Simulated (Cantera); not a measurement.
Feed: 1 mol Fe(CO)₅, 76 mol H₂, held at 99.0 Pa.

Equilibrium computed with Cantera from the NASA thermochemical tables; the gas is ideal and each condensed phase is pure. Candidate condensed phases: C, C₆H₆, C₇H₈, C₈H₁₈, Fe, Fe(CO)₅, FeO, Fe(OH)₂, Fe(OH)₃, Fe₂O₃, Fe₃O₄, H₂O; 114 gas species. Rates play no part. All values below are at 850 K.

Base state: H₂ 0.938, CO 0.0612, CH₄ 0.000510, H₂O 0.000425, CO₂ 8.48e-5 (mole fractions); condensed: Fe(α).

What changes in the equilibrium state with this change: Fe(CO)₅ replaced by Hg?


```tsv
species	before	after
H₂	0.938	0.987
Hg	0	0.0130
CO	0.0612	0
CH₄	0.000510	0
H₂O	0.000425	0
Fe(α), mol	1.00	0
```
Further candidate phases: Hg.
